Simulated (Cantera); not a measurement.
Input: 1 mol Si3N4, 29 mol H2O, 24 mol H2, held at 0.270 bar.

Method: chemical equilibrium by Gibbs-energy minimisation in Cantera with the NASA 1993 tables (ideal gas, pure condensed phases). Candidate condensed phases: H2O, Si, SiO2, Si2N2O, Si3N4; 35 gas species. The tables hold silica as quartz up to 1696 K and as liquid above; real silica turns to tridymite and cristobalite and melts near 1996 K. Gases not in the tables: Si(OH)4. Kinetics and transport are ignored.

log p: log10 of the partial pressure in bar; n: condensed amount in mol.

| T (K) | log p H2 | log p H2O | log p N2 | log p H | log p SiO | log p OH | n SiO2(β-quartz) | n SiO2(condensed) | n SiO2(l) |
|---|---|---|---|---|---|---|---|---|---|
| 1573 | -0.83 | -0.95 | -2.01 | -4.81 | -7.78 | -6.36 | 3.00 | 0 | 0 |
| 1623 | -0.83 | -0.95 | -2.01 | -4.58 | -7.23 | -6.07 | 3.00 | 0 | 0 |
| 1673 | -0.83 | -0.95 | -2.01 | -4.36 | -6.71 | -5.79 | 3.00 | 0 | 0 |
| 1723 | -0.83 | -0.95 | -2.01 | -4.16 | -6.23 | -5.53 | 0 | 3.00 | 0 |
| 1773 | -0.83 | -0.95 | -2.01 | -3.96 | -5.78 | -5.29 | 0 | 3.00 | 0 |
| 1823 | -0.83 | -0.95 | -2.01 | ? | ? | ? | 0 | 3.00 | 0 |
| 1873 | -0.83 | -0.95 | -2.01 | -3.61 | -4.95 | -4.83 | 0 | 3.00 | 0 |
| 1923 | -0.83 | -0.95 | -2.01 | -3.44 | -4.57 | -4.62 | 0 | 2.99 | 0 |
| 1973 | -0.83 | -0.95 | -2.01 | -3.29 | -4.21 | -4.42 | 0 | 2.99 | 0 |
| 2023 | -0.83 | -0.95 | -2.01 | ? | ? | ? | 0 | 0 | 2.97 |
| 2073 | -0.84 | -0.95 | -2.01 | -3.00 | -3.55 | -4.05 | 0 | 0 | 2.94 |

Q: Fill in the missing entries.

A: 
- 1823, log p H: -3.78
- 1823, log p SiO: -5.35
- 1823, log p OH: -5.05
- 2023, log p H: -3.14
- 2023, log p SiO: -3.87
- 2023, log p OH: -4.23
